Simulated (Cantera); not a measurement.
An isothermal, constant-pressure homogeneous reactor starts with CH4 : CO2 = 1 : 4.9 (molar parts), at 1550 K and 22.0 bar. Integrator tolerance rtol = 1e-08.

Cantera simulation using GRI-Mech 3.0 (53 species, 325 reactions); the numbers are that mechanism's predictions, not measurements. The pressure lies above the range GRI-Mech 3.0 was tuned for (to about 10 atm).

**Question.** What does this change do: temperature 1550 to 1300 K?

**Answer.** 
| quantity | before | after |
|---|---|---|
| x(CH4) at 100 s | 1.50e-6 (gas-phase equilibrium 1.55e-6) | 0.0674 (gas-phase equilibrium 9.46e-5) |
| x(CO2) at 100 s | 0.322 (gas-phase equilibrium 0.322) | 0.577 (gas-phase equilibrium 0.342) |
| x(H2) at 100 s | 0.0812 (gas-phase equilibrium 0.0812) | 0.0224 (gas-phase equilibrium 0.102) |
| x(CO) at 100 s | 0.425 (gas-phase equilibrium 0.425) | 0.202 (gas-phase equilibrium 0.405) |
| x(CH2CO) at 100 s | 2.18e-10 (gas-phase equilibrium 2.24e-10) | 6.05e-6 (gas-phase equilibrium 1.12e-9) |
| x(H2O) at 100 s | 0.172 (gas-phase equilibrium 0.172) | 0.112 (gas-phase equilibrium 0.151) |
| x(OH) at 100 s | 1.37e-7 (gas-phase equilibrium 1.37e-7) | 2.30e-9 (gas-phase equilibrium 1.47e-9) |
